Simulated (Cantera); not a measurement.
Equilibrium for oxide etching and cleaning by halides: Al₂O₃ + SiCl₄ + O₂ + Cl₂

Feed: 1 mol Al₂O₃, a varied amount of SiCl₄, 0.64 mol O₂, 4.7 mol Cl₂, held at 1150 °C and 1000 Pa.

Method: chemical equilibrium by Gibbs-energy minimisation in Cantera with the NASA 1993 tables (ideal gas, pure condensed phases). Candidate condensed phases: Al, AlCl₃, Al₂O₃, Al₂SiO₅, Al₆Si₂O₁₃, Si, SiO₂; 26 gas species. Mutual solubility and eutectic melting of coexisting phases are not modelled. The tables' values for SiCl₃ are old estimates; treat these amounts as uncertain. The tables hold silica as quartz up to 1696 K and as liquid above; real silica turns to tridymite and cristobalite and melts near 1996 K. Condensed phases not in the tables: alloys, solid solutions and most ternary compounds. Kinetics and transport are ignored.

```tsv
n(SiCl₄) (mol)	log p Cl₂	log p Cl	log p AlCl₃	log p SiCl₄	log p O₂	n Al₂O₃(s)	n Al₆Si₂O₁₃(mullite)	n SiO₂(β-quartz)
0.59	-2.16	-2.55	-4.15	-7.38	-3.90	0.0907	0.295	0
0.83	-2.17	-2.55	-3.44	-5.91	-5.03	0	0.290	0.250
1.1	-2.19	-2.56	-3.10	-5.45	-5.54	0	0.231	0.635
1.3	-2.21	-2.57	-2.96	-5.26	-5.76	0	0.187	0.921
1.5	-2.22	-2.58	-2.86	-5.13	-5.92	0	0.143	1.21
1.8	-2.25	-2.59	-2.75	-4.98	-6.12	0	0.0774	1.64
2	-2.26	-2.60	-2.69	-4.91	-6.22	0	0.0334	1.92
2.3	-2.28	-2.61	-2.67	-3.76	-7.41	0	0	2.14
2.5	-2.29	-2.62	-2.68	-3.42	-7.77	0	0	2.14
2.7	-2.30	-2.62	-2.69	-3.24	-7.97	0	0	2.14
3	-2.32	-2.63	-2.70	-3.07	-8.18	0	0	2.14
3.2	-2.33	-2.63	-2.71	-2.98	-8.28	0	0	2.14
```
log p: log10 of the partial pressure in bar; n: condensed amount in mol.

At 0.59 mol SiCl₄ the condensed part is Al₂O₃(s) + Al₆Si₂O₁₃(mullite). From 0.83 mol SiCl₄ to 2 mol SiCl₄ the condensed part is Al₆Si₂O₁₃(mullite) + SiO₂(β-quartz). From 2.3 mol SiCl₄ to 3.2 mol SiCl₄ the condensed part is SiO₂(β-quartz). The main Al-bearing gas is AlCl₃ throughout.
